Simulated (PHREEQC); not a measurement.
Consider water at 20 °C with 0.075 mmol/kgw PbCl2, 0.62 mmol/kgw KNO3 and 0.17 mmol/kgw Zn(NO3)2. Closed to the air; pH follows from the charge balance.

Model: ion-association model, phreeqc.dat, run in PHREEQC.

```json
{
  "pH": "5.94",
  "ionic_strength": "0.00135 mol/kgw",
  "specific_conductance": "132 µS/cm"
}
```

| species | molality | activity | log γ |
|---|---|---|---|
| NO3- | 0.000959 | 0.000920 | -0.018 |
| K+ | 0.000620 | 0.000595 | -0.018 |
| Zn+2 | 0.000170 | 0.000144 | -0.070 |
| Cl- | 0.000150 | 0.000144 | -0.018 |
| Pb+2 | 7.27e-5 | 6.17e-5 | -0.071 |
| H+ | 1.20e-6 | 1.15e-6 | -0.017 |
| PbOH+ | 1.09e-6 | 1.04e-6 | -0.018 |
| PbNO3+ | 8.76e-7 | 8.41e-7 | -0.018 |
| PbCl+ | 3.24e-7 | 3.11e-7 | -0.018 |
| ZnOH+ | 9.74e-8 | 9.35e-8 | -0.018 |
| ZnCl+ | 4.65e-8 | 4.46e-8 | -0.018 |
| OH- | 6.19e-9 | 5.94e-9 | -0.018 |
| Pb2OH+3 | 2.09e-9 | 1.44e-9 | -0.160 |
| Zn(OH)2 | 1.37e-9 | 1.37e-9 | 0.000 |

Precipitation was switched off in this run. Complexes and solids missing from the database can't appear.
